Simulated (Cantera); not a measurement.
Input: 1 mol CH3Cl, 0.25 mol Si, 0.042 mol F2, held at 2352 °C and 39.0 Pa.

Cantera equilibrium calculation (NASA polynomials, part measured and part estimated; ideal gas, pure solids and liquids). Candidate condensed phases: C, C6H6, C7H8, C8H18, Si, SiC; 143 gas species. The tables' values for SiF, SiCl, SiF2 are old estimates; treat these amounts as uncertain. Equilibrium is a limit: real reactors are often held back by kinetics, nucleation or transport.

Problem. What is the equilibrium state?

Solution. 
| Quantity | Value |
|---|---|
| x(H) | 0.572 |
| x(Cl) | 0.219 |
| x(H2) | 0.0709 |
| x(Si) | 0.0460 |
| x(HCl) | 0.0389 |
| x(HF) | 0.0198 |
| x(SiC2) | 0.0168 |
| x(C3) | 0.00810 |
| x(C) | 0.00219 |
| n(C(graphite)) | 0.743 mol |
| gas amount | 3.863 mol |
| log10 activity of Si(l) (absent) | -2.81 |
